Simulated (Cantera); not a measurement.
A Cantera script and its output.

```python
import numpy as np
import cantera as ct

gas = ct.Solution("gri30.yaml")
gas.TPX = 500, 1000000, {'CH4': 1, 'H2': 0.068, 'O2': 1.27, 'N2': 4.45}
inlet = ct.Reservoir(gas, clone=True)
gas.equilibrate("HP")  # start burning
reactor = ct.IdealGasConstPressureReactor(gas, energy="on", clone=False)
exhaust = ct.Reservoir(gas, clone=True)
tau = [0.21, 0.083, 0.033, 0.013, 0.0054, 0.0022, 0.00088, 0.00036, 0.00014, 5.8e-05, 2.3e-05, 9.4e-06][0]
for a, b in ((inlet, reactor), (reactor, exhaust)):
    ct.MassFlowController(a, b, mdot=lambda t: reactor.mass / tau)
net = ct.ReactorNet([reactor])
show = ['CH4', 'H2', 'O2', 'CH2O', 'NO', 'CH3', 'OH']

rows = []
print(f"{'tau/s':>10s}{'T/K':>9s}" + "".join(f"{s:>11s}" for s in show))
for tau in [0.21, 0.083, 0.033, 0.013, 0.0054, 0.0022, 0.00088, 0.00036, 0.00014, 5.8e-05, 2.3e-05, 9.4e-06]:
    net.initial_time = 0.0
    net.advance(30 * tau)
    before = gas.X
    net.advance(40 * tau)
    drift = np.max(np.abs(gas.X - before) / (gas.X + 1e-9))
    rows.append([gas.T, *gas[show].X, drift])
    print(f"{tau:10.3e}{gas.T:9.1f}" + "".join(f"{x:11.3e}" for x in gas[show].X))
```

It prints:

```
     tau/s      T/K        CH4         H2         O2       CH2O         NO        CH3         OH
 2.100e-01   2038.5  6.068e-04  1.027e-01  2.165e-05  7.023e-07  1.383e-05  2.568e-05  4.001e-05
 8.300e-02   2041.9  1.232e-03  1.007e-01  5.292e-05  1.498e-06  1.679e-05  5.452e-05  4.250e-05
 3.300e-02   2047.2  2.214e-03  9.696e-02  1.264e-04  3.062e-06  1.743e-05  1.055e-04  4.703e-05
 1.300e-02   2053.9  3.569e-03  9.127e-02  2.985e-04  6.112e-06  1.558e-05  1.894e-04  5.462e-05
 5.400e-03   2059.8  5.147e-03  8.442e-02  6.601e-04  1.157e-05  1.287e-05  3.101e-04  6.525e-05
 2.200e-03   2062.0  7.059e-03  7.673e-02  1.464e-03  2.220e-05  9.909e-06  4.902e-04  7.980e-05
 8.800e-04   2053.9  9.469e-03  6.893e-02  3.283e-03  4.370e-05  6.751e-06  7.508e-04  9.712e-05
 3.600e-04   2021.9  1.292e-02  6.158e-02  7.478e-03  8.984e-05  3.538e-06  1.088e-03  1.098e-04
 1.400e-04    500.0  1.473e-01  1.002e-02  1.871e-01 -2.372e-16 -1.647e-21  9.521e-21  4.288e-28
 5.800e-05    500.0  1.473e-01  1.002e-02  1.871e-01  7.141e-20  4.958e-25  6.786e-21  3.155e-28
 2.300e-05    500.0  1.473e-01  1.002e-02  1.871e-01  4.409e-21  3.061e-26  2.951e-21  1.550e-28
 9.400e-06    500.0  1.473e-01  1.002e-02  1.871e-01  2.785e-22  1.934e-27  1.221e-21  7.918e-29
```

Computed with Cantera and GRI-Mech 3.0 (53 species, 325 reactions).
